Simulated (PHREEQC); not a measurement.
Make-up at 25 °C: 1 mmol/kgw H2SO4, 2.1 mmol/kgw NiCl2 and 0.071 mmol/kgw KCl. Closed to the air; pH follows from the charge balance.

Model: ion-association model, wateq4f.dat, run in PHREEQC.

The ionic strength comes out as 0.00860 mol/kgw. What activity coefficients do HSO4-, SO4-2, H+, K+, NiCl+ get?

HSO4- 0.91, SO4-2 0.68, H+ 0.92, K+ 0.91, NiCl+ 0.91.

Precipitation was switched off in this run.
